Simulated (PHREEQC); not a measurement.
Nickel, zinc or cadmium bath: an equilibrium model

Dissolve 0.27 mol/kgw NiSO4, 0.082 mol/kgw Na2SO4 and 0.023 mol/kgw HCl at 25 °C. Closed to the air; pH follows from the charge balance.

Model: ion-association model, wateq4f.dat, run in PHREEQC.

No solid was allowed to form.

**Question.** Estimate the pH, ionic strength, activity of water.

**Answer.** pH 2.38; ionic strength 0.629 mol/kgw; activity of water 0.989.

**Question.** In which forms is Na present?

**Answer.** Na+ 87 %, NaSO4- 13 % of the Na.
